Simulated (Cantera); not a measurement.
Premixed flame

A freely propagating, adiabatic, planar premixed flame of 12.6 % CH₃OH, 17.1 % O₂, 70.3 % N₂, equivalence ratio 1.1, unburnt at 625 K and 62000 Pa; mixture-averaged transport, grid criteria slope 0.08 and curve 0.16, no radiation.

Detailed kinetics in Cantera: GRI-Mech 3.0 (53 species, 325 reactions). GRI-Mech 3.0 was tuned for natural gas; its chemistry of methanol as a main component is partial and can be far from experiment. Burning velocities carry a grid error of a few per cent, more on coarse grids.

| z (mm) | T (K) | u (m/s) | x CH₃OH | x O₂ | x C₂H₂ | x H₂O | x H₂ | x C₂H |
|---|---|---|---|---|---|---|---|---|
| -1.17 | 625 | 1.58 | 0.126 | 0.171 | <1e-8 | 6.13e-5 | 0.00226 | <1e-8 |
| -0.778 | 627 | 1.59 | 0.125 | 0.170 | <1e-8 | 0.000553 | 0.00606 | <1e-8 |
| -0.584 | 634 | 1.62 | 0.124 | 0.168 | <1e-8 | 0.00231 | 0.0106 | <1e-8 |
| -0.389 | 682 | 1.76 | 0.120 | 0.163 | 2.10e-8 | 0.0114 | 0.0189 | <1e-8 |
| -0.195 | 971 | 2.59 | 0.0933 | 0.136 | 2.09e-7 | 0.0546 | 0.0325 | <1e-8 |
| -0.0973 | 1323 | 3.64 | 0.0524 | 0.103 | 5.52e-7 | 0.102 | 0.0403 | <1e-8 |
| 0 | 1702 | 4.84 | 0.00819 | 0.0665 | 1.16e-6 | 0.154 | 0.0427 | <1e-8 |
| 0.0973 | 1832 | 5.25 | 0.000128 | 0.0430 | 6.64e-7 | 0.179 | 0.0328 | <1e-8 |
| 0.195 | 1867 | 5.33 | 5.03e-7 | 0.0298 | 9.05e-8 | 0.188 | 0.0257 | <1e-8 |
| 0.389 | 1913 | 5.43 | <1e-8 | 0.0205 | <1e-8 | 0.190 | 0.0232 | <1e-8 |
| 0.778 | 1970 | 5.55 | <1e-8 | 0.0164 | <1e-8 | 0.190 | 0.0234 | <1e-8 |
| 1.56 | 2040 | 5.72 | <1e-8 | 0.0138 | <1e-8 | 0.194 | 0.0222 | <1e-8 |
| 3.11 | 2120 | 5.91 | <1e-8 | 0.0111 | <1e-8 | 0.200 | 0.0199 | <1e-8 |
x: mole fraction of selected species; z is measured from the peak of heat release.

```json
{
 "laminar_burning_velocity": "158 cm/s",
 "thermal_thickness": "0.389 mm",
 "peak x(C₂H₂)": "1.21e-6",
 "peak x(H₂)": "0.0435",
 "peak x(C₂H)": "<1e-8",
 "grid_points": "144"
}
```
